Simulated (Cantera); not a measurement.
Charge: 1 mol SiC, 0.001 mol H2O, 4.3 mol N2, held at 1800 °C and 1.33 mbar.

Cantera equilibrium calculation (NASA polynomials, part measured and part estimated; ideal gas, pure solids and liquids). Candidate condensed phases: C, C6H6, C7H8, C8H18, H2O, Si, SiC, SiO2, Si2N2O, Si3N4; 151 gas species. The tables' values for SiN are old estimates; treat these amounts as uncertain. The numbers say what is thermodynamically allowed, not how fast it happens.

Base state: N2 0.993, Si 0.00532, H 0.000327, SiC2 0.000306, CO 0.000229, Si2C 0.000196, HCN 8.80e-5, SiN 4.26e-5 (mole fractions); condensed: C(graphite) + SiC(s).

**Question.** What changes in the equilibrium state with this change: temperature from 1800 °C to 1577 °C?

**Answer.** 
| species | before | after |
|---|---|---|
| N2 | 0.993 | 0.999 |
| Si | 0.00532 | 0.000267 |
| CO | 0.000229 | 0.000227 |
| SiC2 | 0.000306 | 1.54e-6 |
| Si2C | 0.000196 | 3.66e-6 |
| CN | 3.86e-5 | 1.01e-6 |
| C(graphite), mol | 0.0212 | 0 |
| SiC(s), mol | 0.974 | 0.999 |

**Question.** What changes in the equilibrium state with this change: temperature from 1800 °C to 1602 °C?

**Answer.** 
```tsv
species	before	after
N2	0.993	0.999
Si	0.00532	0.000296
CO	0.000229	0.000230
SiC2	0.000306	3.88e-6
Si2C	0.000196	4.60e-6
CN	3.86e-5	2.08e-6
C(graphite), mol	0.0212	0
SiC(s), mol	0.974	0.999
```
